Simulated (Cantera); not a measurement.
**Thermodynamics of oxide etching and cleaning by halides, feed CuO + HF + O₂**

A closed system holds: 1 mol CuO, a varied amount of HF, 18 mol O₂, at 1602 °C and 13.3 mbar.

Cantera equilibrium calculation (NASA polynomials, part measured and part estimated; ideal gas, pure solids and liquids). Candidate condensed phases: Cu, CuF₂, CuO, Cu(OH)₂, Cu₂O, H₂O; 27 gas species. The numbers say what is thermodynamically allowed, not how fast it happens.

From 3.3 mol HF to 46 mol HF nothing is condensed. The main Cu-bearing gas is CuF throughout.

```json
[
 {"n(HF) (mol)": "3.3", "log p O₂": "-1.96", "log p HF": "-2.80", "log p CuF": "-3.43", "log p Cu": "-3.66", "log p H₂O": "-3.75"},
 {"n(HF) (mol)": "7.2", "log p O₂": "-2.03", "log p HF": "-2.48", "log p CuF": "-3.41", "log p Cu": "-3.93", "log p H₂O": "-3.73"},
 {"n(HF) (mol)": "11", "log p O₂": "-2.09", "log p HF": "-2.34", "log p CuF": "-3.44", "log p Cu": "-4.10", "log p H₂O": "-3.76"},
 {"n(HF) (mol)": "15", "log p O₂": "-2.14", "log p HF": "-2.25", "log p CuF": "-3.48", "log p Cu": "-4.23", "log p H₂O": "-3.80"},
 {"n(HF) (mol)": "19", "log p O₂": "-2.19", "log p HF": "-2.20", "log p CuF": "-3.52", "log p Cu": "-4.34", "log p H₂O": "-3.84"},
 {"n(HF) (mol)": "23", "log p O₂": "-2.24", "log p HF": "-2.15", "log p CuF": "-3.55", "log p Cu": "-4.43", "log p H₂O": "-3.87"},
 {"n(HF) (mol)": "27", "log p O₂": "-2.28", "log p HF": "-2.12", "log p CuF": "-3.59", "log p Cu": "-4.50", "log p H₂O": "-3.91"},
 {"n(HF) (mol)": "31", "log p O₂": "-2.31", "log p HF": "-2.09", "log p CuF": "-3.62", "log p Cu": "-4.57", "log p H₂O": "-3.94"},
 {"n(HF) (mol)": "35", "log p O₂": "-2.35", "log p HF": "-2.07", "log p CuF": "-3.65", "log p Cu": "-4.63", "log p H₂O": "-3.97"},
 {"n(HF) (mol)": "38", "log p O₂": "-2.37", "log p HF": "-2.06", "log p CuF": "-3.67", "log p Cu": "-4.66", "log p H₂O": "-3.99"},
 {"n(HF) (mol)": "42", "log p O₂": "-2.40", "log p HF": "-2.05", "log p CuF": "-3.70", "log p Cu": "-4.71", "log p H₂O": "-4.02"},
 {"n(HF) (mol)": "46", "log p O₂": "-2.43", "log p HF": "-2.03", "log p CuF": "-3.73", "log p Cu": "-4.76", "log p H₂O": "-4.05"}
]
```
log p: log10 of the partial pressure in bar; nothing condenses.
